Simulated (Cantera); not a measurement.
# Stirred combustor or abatement burner

A perfectly stirred reactor is fed with CO : H2 : CH4 : O2 : N2 = 1 : 0.067 : 1.4 : 3.32 : 29.9 (molar parts), at 1.01 bar; it is adiabatic with a 375 K inlet, and is followed from long to short residence time, starting on the burning branch (τ in s: 0.42, 0.17, 0.073, 0.03, 0.013, 0.0052, 0.0022, 0.0009, 0.00038, 0.00016, 6.5e-05, 2.7e-05).

Computed with Cantera and GRI-Mech 3.0 (53 species, 325 reactions).

```tsv
τ (s)	T (K)	x CO	x H2	x CH4	x H2O2	x C2H4	x C2H	x CH3
0.42	1524	0.00254	0.00107	8.30e-6	5.65e-8	6.95e-9	2.85e-12	1.69e-6
0.17	1515	0.00328	0.00137	1.46e-5	8.83e-8	1.29e-8	5.22e-12	2.67e-6
0.073	1503	0.00420	0.00173	2.53e-5	1.32e-7	2.35e-8	9.18e-12	4.14e-6
0.030	1487	0.00548	0.00218	4.63e-5	1.96e-7	4.68e-8	1.70e-11	6.68e-6
0.013	1466	0.00718	0.00267	8.55e-5	2.79e-7	9.91e-8	3.14e-11	1.08e-5
0.0052	1432	0.0101	0.00325	0.000186	3.99e-7	2.75e-7	6.27e-11	1.97e-5
0.0022	375	0.0280	0.00188	0.0392	<1e-12	<1e-12	<1e-12	<1e-12
0.00090	375	0.0280	0.00188	0.0392	<1e-12	<1e-12	<1e-12	<1e-12
0.00038	375	0.0280	0.00188	0.0392	<1e-12	<1e-12	<1e-12	<1e-12
0.00016	375	0.0280	0.00188	0.0392	<1e-12	<1e-12	<1e-12	<1e-12
6.5e-5	375	0.0280	0.00188	0.0392	<1e-12	<1e-12	<1e-12	<1e-12
2.7e-5	375	0.0280	0.00188	0.0392	<1e-12	<1e-12	<1e-12	<1e-12
```
x: mole fraction; the columns are a selection and need not sum to one.
